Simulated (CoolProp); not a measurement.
Vapour-liquid equilibrium of R13 (1) + isobutane (2) at 36.5 kPa; x and y are mole fractions of (1).

Model: multi-fluid Helmholtz-energy mixture model, Platzer 1990 and Bücker 2006; pair parameters Bell 2016, in CoolProp. This equation is an older, rougher fit; its heat capacities, sound speeds and derivatives of the liquid may be far off and weren't checked against measurements.

```csv
x,"bubble temperature, mixture model (K)","bubble temperature, Raoult's law (K)","y, mixture model","y, Raoult's law"
0.05,[?],222.9,0.751,0.568
0.125,[?],209.6,0.920,0.823
0.2,190.6,201.4,[?],0.907
0.275,186.6,195.8,0.971,0.945
0.35,184.1,191.6,[?],0.964
0.425,182.3,188.3,0.982,0.976
0.5,181.0,185.5,0.985,0.983
0.575,179.9,183.2,0.988,0.988
0.65,179.0,181.2,[?],0.992
0.725,[?],179.5,0.991,0.995
0.8,177.2,178.0,[?],0.997
0.875,[?],176.6,0.996,0.998
0.95,175.3,175.3,0.998,0.999
```

Q: What belongs in the gaps?

A: 
- 0.05, bubble temperature, mixture model (K): 213.4
- 0.125, bubble temperature, mixture model (K): 197.7
- 0.2, y, mixture model: 0.957
- 0.35, y, mixture model: 0.978
- 0.65, y, mixture model: 0.990
- 0.725, bubble temperature, mixture model (K): 178.1
- 0.8, y, mixture model: 0.993
- 0.875, bubble temperature, mixture model (K): 176.3

The largest gap from Raoult's law is -11.9 K in bubble temperature, at x = 0.125. No azeotrope shows between x = 0.05 and 0.95.

The pair parameters rest on a limited set of measurements; away from them the model extrapolates. With so large a gap from Raoult's law the liquid may split in two, which this calculation doesn't test in full.
